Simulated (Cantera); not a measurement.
## Equilibrium for aluminium nitride and oxide growth: AlBr3 + O2 + H2

Charge: 1 mol AlBr3, a varied amount of O2, 27 mol H2, held at 2050 K and 62.0 Pa.

These are equilibrium values from Cantera (NASA tables, ideal gas, pure condensed phases), not measurements of a reactor. Candidate condensed phases: Al, AlBr3, Al2O3, Br2, H2O; 25 gas species. The tables' values for AlOH are old estimates; treat these amounts as uncertain. The numbers say what is thermodynamically allowed, not how fast it happens.

| n(O2) (mol) | log p H2 | log p H2O | log p H | log p Br | log p HBr | log p AlBr | n Al2O3(s) |
|---|---|---|---|---|---|---|---|
| 0.4 | -3.30 | -5.94 | -4.29 | -4.45 | -4.79 | -5.06 | 0.244 |
| 1.3 | -3.31 | -4.66 | -4.30 | -4.38 | -4.73 | -6.94 | 0.496 |
| 2.3 | -3.35 | -4.21 | -4.32 | -4.37 | -4.74 | -7.66 | 0.499 |
| 3.2 | -3.38 | -4.01 | -4.34 | -4.37 | -4.75 | -8.00 | 0.499 |
| 4.2 | -3.42 | -3.86 | -4.36 | -4.36 | -4.77 | -8.28 | 0.500 |
| 5.1 | -3.47 | -3.76 | -4.38 | -4.36 | -4.78 | -8.49 | 0.500 |
| 6.1 | -3.52 | -3.67 | -4.40 | -4.35 | -4.80 | -8.69 | 0.500 |
log p: log10 of the partial pressure in bar; n: condensed amount in mol.

From 0.4 mol O2 to 6.1 mol O2 the condensed part is Al2O3(s). The main Al-bearing gas is AlBr at 0.4 mol O2 and AlO2H at 6.1 mol O2.
